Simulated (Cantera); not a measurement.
A closed system holds: 1 mol Zr, 6.1 mol N2O, 270 mol H2, equilibrated at 1773.15 K and 1330 Pa.

Equilibrium computed with Cantera from the NASA thermochemical tables; the gas is ideal and each condensed phase is pure. Candidate condensed phases: H2O, Zr, ZrN, ZrO2; 28 gas species. Kinetics and transport are ignored.

Base state: H2 0.961, N2 0.0221, H2O 0.0148, H 0.00242 (mole fractions); condensed: ZrO2(tetragonal).

What changes in the equilibrium state with this change: temperature from 1773.15 K to 2123.15 K?


```tsv
species	before	after
H2	0.961	0.934
H	0.00242	0.0300
N2	0.0221	0.0218
H2O	0.0148	0.0146
OH	2.31e-6	5.80e-5
ZrO2(tetragonal), mol	1.00	1.000
```
